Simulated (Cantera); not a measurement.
A closed system holds: 1 mol BN, a varied amount of HCl, 34 mol N₂, equilibrated at 1275 K and 61.5 Torr.

Equilibrium computed with Cantera from the NASA thermochemical tables; the gas is ideal and each condensed phase is pure. Candidate condensed phases: B, BN, NH₄Cl; 21 gas species. Gases not in the tables: BHCl₂. The numbers say what is thermodynamically allowed, not how fast it happens.

Q: At 29 mol HCl, list the 4 most abundant gas species with their mole fractions, and the condensed phases.

A: N₂ 0.543, HCl 0.443, H₂ 0.00871, BCl₃ 0.00580. Condensed: BN(s).
